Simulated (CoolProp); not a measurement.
Vapour pressure (bar) of cyclohexane: the reference equation beside estimates from Tc = 280.5 °C, pc = 40.81 bar, ω = 0.209.

Computed with CoolProp (reference Helmholtz-energy equation of state, Zhou 2014).

| T (°C) | reference | Lee-Kesler | Redlich-Kwong | Soave-Redlich-Kwong | Peng-Robinson |
|---|---|---|---|---|---|
| 168.65 | 7.899 | 7.915 | 9.862 | 7.955 | 7.860 |
| 174.85 | 8.831 | 8.847 | 10.88 | 8.901 | 8.792 |
| 180.95 | 9.824 | 9.839 | 11.96 | 9.910 | 9.787 |
| 187.15 | 10.92 | 10.93 | 13.12 | 11.02 | 10.88 |
| 193.25 | 12.07 | 12.08 | 14.34 | 12.20 | 12.05 |
| 199.45 | 13.34 | 13.35 | 15.65 | 13.49 | 13.32 |
| 205.55 | 14.68 | 14.68 | 17.02 | 14.85 | 14.67 |
| 211.65 | 16.11 | 16.12 | 18.47 | 16.31 | 16.12 |
| 217.85 | 17.68 | 17.68 | 20.03 | 17.90 | 17.70 |
| 223.95 | 19.32 | 19.32 | 21.64 | 19.57 | 19.36 |
| 230.15 | 21.11 | 21.10 | 23.36 | 21.38 | 21.17 |

Absolute difference from the reference over all 11 rows, mean and median: Lee-Kesler 0.1 and 0.1 %, Redlich-Kwong 17.5 and 17.3 %, Soave-Redlich-Kwong 1.1 and 1.1 %, Peng-Robinson 0.2 and 0.2 %.
